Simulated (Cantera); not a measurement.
A closed system holds: 1 mol CH₃OH, 0.62 mol H₂, 9.5 mol N₂, equilibrated at 1975 K and 74.3 Torr.

Cantera equilibrium calculation (NASA polynomials, part measured and part estimated; ideal gas, pure solids and liquids). Candidate condensed phases: C, C₆H₆, C₇H₈, C₈H₁₈, H₂O; 136 gas species. Equilibrium is a limit: real reactors are often held back by kinetics, nucleation or transport.

Base state: N₂ 0.723, H₂ 0.198, CO 0.0761, H 0.00194, HCN 3.18e-5, H₂O 3.09e-5 (mole fractions); condensed: gas only.

Problem. What changes in the equilibrium state with this change: temperature from 1975 K to 1673.15 K?

Solution. 
```csv
species,before,after
N₂,0.723,0.724
H₂,0.198,0.200
CO,0.0761,0.0762
H,0.00194,0.000162
HCN,3.18e-5,3.31e-5
H₂O,3.09e-5,3.06e-5
```
